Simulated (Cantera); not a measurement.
**Low-pressure radical oxidation in H2/O2**

A perfectly stirred reactor is fed with 8.51 % H₂, 90.5 % O₂, 0.995 % H₂O, at 740 Pa; it is held at 1100 K, and followed from long to short residence time.

Computed with Cantera and the H2/O2 subset of GRI-Mech 3.0, which has no nitrogen chemistry. Radical loss at walls, strong at low pressure, is not modelled. The temperature is held fixed by assumption; the heat of reaction is taken as removed at once.

```json
[
 {"τ (s)": "1.4", "x H₂": "0.000449", "x O₂": "0.897", "x H₂O": "0.0976", "x OH": "0.00123", "x H": "0.000585", "x O": "0.00358", "x H₂O₂": "1.04e-7"},
 {"τ (s)": "0.76", "x H₂": "0.000647", "x O₂": "0.895", "x H₂O": "0.0969", "x OH": "0.00150", "x H": "0.00105", "x O": "0.00523", "x H₂O₂": "1.09e-7"},
 {"τ (s)": "0.41", "x H₂": "0.000931", "x O₂": "0.892", "x H₂O": "0.0959", "x OH": "0.00184", "x H": "0.00185", "x O": "0.00755", "x H₂O₂": "1.14e-7"},
 {"τ (s)": "0.23", "x H₂": "0.00130", "x O₂": "0.889", "x H₂O": "0.0944", "x OH": "0.00220", "x H": "0.00309", "x O": "0.0105", "x H₂O₂": "1.16e-7"},
 {"τ (s)": "0.12", "x H₂": "0.00189", "x O₂": "0.883", "x H₂O": "0.0921", "x OH": "0.00267", "x H": "0.00528", "x O": "0.0146", "x H₂O₂": "1.18e-7"},
 {"τ (s)": "0.068", "x H₂": "0.00259", "x O₂": "0.878", "x H₂O": "0.0894", "x OH": "0.00311", "x H": "0.00800", "x O": "0.0188", "x H₂O₂": "1.19e-7"},
 {"τ (s)": "0.037", "x H₂": "0.00363", "x O₂": "0.872", "x H₂O": "0.0857", "x OH": "0.00362", "x H": "0.0117", "x O": "0.0234", "x H₂O₂": "1.22e-7"},
 {"τ (s)": "0.020", "x H₂": "0.00515", "x O₂": "0.867", "x H₂O": "0.0813", "x OH": "0.00415", "x H": "0.0156", "x O": "0.0270", "x H₂O₂": "1.29e-7"},
 {"τ (s)": "0.011", "x H₂": "0.00739", "x O₂": "0.863", "x H₂O": "0.0766", "x OH": "0.00469", "x H": "0.0191", "x O": "0.0288", "x H₂O₂": "1.41e-7"},
 {"τ (s)": "0.0061", "x H₂": "0.0108", "x O₂": "0.863", "x H₂O": "0.0714", "x OH": "0.00523", "x H": "0.0215", "x O": "0.0285", "x H₂O₂": "1.60e-7"}
]
```
x: mole fraction; the columns are a selection and need not sum to one.
